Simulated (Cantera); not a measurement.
Cantera run:

```python
import numpy as np
import cantera as ct

gas_names = [...]  # 87 gases of nasa_gas.yaml made of C, H, Si
cond_names = """
    C(gr) C6H6(L) C7H8(L) C8H18(L),n-octa Si(cr) Si(L) SiC(b)
""".split()


# ... load() reads the species with a 1 bar reference pressure and builds the phases ...
atoms = {
    'SiC': {'Si': 1, 'C': 1},
    'Si': {'Si': 1},
    'H2': {'H': 2},
}
top_T = {'C(gr)': 4500, 'SiC(b)': 3050}  # K; cautious upper limits of use, not melting points


# ... equilibrate(T, P, feed) seeds the gas with the atoms and calls Mixture.equilibrate('TP', solver="vcs", rtol=1e-11, max_steps=5000) ...
results = []
feed = {'SiC': 1, 'Si': 0.34, 'H2': 0.44}  # mol
P = 22  # Pa
for T in [1850, 1925, 2000, 2075, 2150, 2225, 2300, 2375, 2450, 2525, 2600, 2675]:
    mix = equilibrate(T, P, feed)
    results.append((T, P, feed, dict(zip(mix.species_names, mix.species_moles))))

top = {s: max(r[3][s] / sum(r[3][g] for g in gas_names) for r in results) for s in gas_names}
cols = sorted((s for s in top if top[s] > 0.001), key=lambda s: -top[s])[:6]
seen = [c for c in cond_names if any(r[3].get(c, 0) > 1e-12 for r in results)]
print("log10 of partial pressures in bar; condensed amounts in mol")
print(f"{'T/K':>10s}" + "".join(f"{s[:9]:>10s}" for s in cols + seen))
for T, P, feed, n in results:
    ng = sum(n[g] for g in gas_names)
    print(f"{T:10.4g}" + "".join(f"{np.log10(max(n[s] / ng * P / 1e5, 1e-99)):10.3f}" for s in cols)
          + "".join(f"{n.get(c, 0):10.4g}" for c in seen))
```

Result:

```
log10 of partial pressures in bar; condensed amounts in mol
       T/K        H2        Si         H      SiC2      Si2C        C3     C(gr)     Si(L)    SiC(b)
      1850    -3.687    -5.191    -5.112    -9.947    -7.052   -16.860         0    0.3258    0.9998
      1925    -3.724    -4.759    -4.882    -9.073    -6.465   -15.550         0    0.2987    0.9992
      2000    -3.812    -4.361    -4.695    -8.266    -5.923   -14.340         0    0.2161    0.9968
      2075    -3.985    -4.072    -4.567    -7.439    -5.502   -12.980         0         0    0.9879
      2150    -4.036    -4.086    -4.393    -6.388    -5.394   -10.867         0         0    0.9809
      2225    -4.122    -4.104    -4.250    -5.404    -5.299    -8.884         0         0    0.9443
      2300    -4.589    -3.923    -4.309    -4.783    -5.063    -7.777    0.6351         0         0
      2375    -4.745    -3.934    -4.223    -4.685    -5.354    -7.194     0.577         0         0
      2450    -4.930    -3.953    -4.162    -4.603    -5.646    -6.649    0.4945         0         0
      2525    -5.140    -3.977    -4.123    -4.532    -5.932    -6.136     0.387         0         0
      2600    -5.371    -4.005    -4.101    -4.471    -6.214    -5.655    0.2366         0         0
      2675    -5.621    -4.039    -4.097    -4.429    -6.498    -5.213         0         0         0
```

Method: chemical equilibrium by Gibbs-energy minimisation in Cantera with the NASA 1993 tables (ideal gas, pure condensed phases). Mutual solubility and eutectic melting of coexisting phases are not modelled. Gases not in the tables: Si2H6 and higher silanes.
